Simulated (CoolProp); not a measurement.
Octamethyltrisiloxane (MDM) at several states: fugacity coefficient from the reference equation and from simpler models built on Tc = 292.2 °C, pc = 1438 kPa, ω = 0.528; each cubic takes its own stable root.

The numbers come from the reference Helmholtz-energy equation of state, Thol 2017 in CoolProp.

```csv
T (°C),p (kPa),phase,reference
148.95,4800,liquid,0.02850
-48.65,32.9,liquid,1.528e-5
-13.05,6730,liquid,9.044e-6
70.85,3040,liquid,0.002746
57.75,92.1,liquid,0.03556
-47.55,2720,liquid,3.128e-7
```

**Question.** How far does each simpler model (van der Waals, Soave-Redlich-Kwong, Peng-Robinson) lie from the reference over these 6 states: mean and median of the absolute difference, and the worst?

**Answer.** 
- van der Waals: mean 536061.6 %, median 79277.2 %, worst +1670296.4 % at -47.55 °C and 2720 kPa
- Soave-Redlich-Kwong: mean 25.2 %, median 19.8 %, worst +56.4 % at -47.55 °C and 2720 kPa
- Peng-Robinson: mean 47.0 %, median 29.3 %, worst +107.9 % at -48.65 °C and 32.9 kPa

At some of these states van der Waals gives the other phase, because its saturation line lies elsewhere.
